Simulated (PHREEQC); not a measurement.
Dissolve 0.0037 mol/kgw H3BO3 and 0.0026 mol/kgw Na2CO3 at 25 °C. Closed to the air; pH follows from the charge balance.

The numbers come from PHREEQC with the Pitzer model, pitzer.dat.

Each row changes one thing in this solution. Precipitation was switched off in this run.

| case | pH | ionic strength (mol/kgw) | HCO3- (mol/kgw) | CO3-2 (mol/kgw) | CO2 (mol/kgw) | SI of Nahcolite (NaHCO3) | SI of Natron (Na2CO3:10H2O) |
|---|---|---|---|---|---|---|---|
| as made | 9.39 | 0.00554 | 0.00226 | 0.000340 | 1.96e-6 | -4.57 | -7.41 |
| H3BO3 from 0.0037 to 0.00185 mol/kgw | 9.95 | ? | 0.00167 | 0.000929 | 3.91e-7 | -4.71 | -6.99 |
| H3BO3 left out | 10.73 | 0.00720 | 0.000597 | 0.00200 | ? | -5.16 | -6.67 |
| H3BO3 from 0.0037 to 0.0185 mol/kgw | 8.41 | 0.00524 | 0.00254 | 4.02e-5 | 2.10e-5 | -4.52 | -8.34 |
| H3BO3 from 0.0037 to 0.00037 mol/kgw | 10.58 | 0.00702 | 0.000775 | 0.00183 | 4.27e-8 | -5.05 | -6.71 |
| Na2CO3 from 0.0026 to 0.013 mol/kgw | 10.44 | 0.0352 | 0.00385 | 0.00915 | 2.79e-7 | -3.71 | -4.85 |

**Question.** Some entries are withheld; supply them.

**Answer.** 
- H3BO3 from 0.0037 to 0.00185 mol/kgw, ionic strength (mol/kgw): 0.00613
- H3BO3 left out, CO2 (mol/kgw): 2.31e-8
